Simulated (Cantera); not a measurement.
A Cantera script and what it prints.

```python
import numpy as np
import cantera as ct

gas_names = """
    C CO CO2 C2 C2O C3 C3O2 C4 C5 Mg MgO Mg2 O O2 O3
""".split()
cond_names = """
    C(gr) Mg(cr) Mg(L) MgCO3(s) MgO(s) MgO(L)
""".split()


# ... load() reads the species with a 1 bar reference pressure and builds the phases ...
atoms = {
    'MgCO3': {'Mg': 1, 'C': 1, 'O': 3},
    'O2': {'O': 2},
    'C': {'C': 1},
}
top_T = {'C(gr)': 4500}  # K; cautious upper limits of use, not melting points


# ... equilibrate(T, P, feed) seeds the gas with the atoms and calls Mixture.equilibrate('TP', solver="vcs", rtol=1e-11, max_steps=5000) ...
results = []
feed = {'MgCO3': 1, 'O2': 0.014, 'C': 1.9}  # mol
T = 623  # K
P = 10000  # Pa
mix = equilibrate(T, P, feed)
results.append((T, P, feed, dict(zip(mix.species_names, mix.species_moles))))
print(gas.report(threshold=0.0001))
for i in range(1, mix.n_phases):
    print(f"{mix.phase(i).name:16s} {mix.phase_moles(i):12.5e} mol")
```

Output:

```
       temperature   623 K
          pressure   10000 Pa
           density   0.084717 kg/m^3
  mean mol. weight   43.883 kg/kmol
   phase of matter   gas

                          1 kg             1 kmol
                     ---------------   ---------------
          enthalpy       -8.5982e+06       -3.7731e+08  J
   internal energy       -8.7162e+06       -3.8249e+08  J
           entropy            6024.7        2.6438e+05  J/K
    Gibbs function       -1.2352e+07       -5.4202e+08  J
 heat capacity c_p            1088.7             47774  J/K
 heat capacity c_v             899.2             39459  J/K

                      mass frac. Y      mole frac. X     chem. pot. / RT
                     ---------------   ---------------   ---------------
                CO         0.0050317          0.007883           -53.019
               CO2           0.99497           0.99212           -105.05
     [  +13 minor]        7.2106e-23        4.6511e-23

C(gr)             1.88199e+00 mol
Mg(cr)            0.00000e+00 mol
MgCO3(s)          0.00000e+00 mol
MgO(s)            1.00000e+00 mol
```

Equilibrium computed with Cantera from the NASA thermochemical tables; the gas is ideal and each condensed phase is pure.
